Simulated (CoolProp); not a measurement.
Vapour-liquid equilibrium of propylene (1) + isobutane (2) at -10.45 °C; x and y are mole fractions of (1).

Computed with CoolProp (multi-fluid Helmholtz-energy mixture model, Lemmon 2013 and Bücker 2006; pair parameters Bell 2016).

Problem. Give the bubble pressure and the first vapour's composition at x = 0.35, 0.725, 0.875. Is there an azeotrope?

Solution. x = 0.35: 2.000 bar, y = 0.611; x = 0.725: 3.064 bar, y = 0.900; x = 0.875: 3.687 bar, y = 0.969. No azeotrope shows between x = 0.05 and 0.95.

The pair parameters rest on a limited set of measurements; away from them the model extrapolates. The gap from Raoult's law changes sign with composition, which may be real or a fault of the pair parameters; it wasn't checked against measurements.
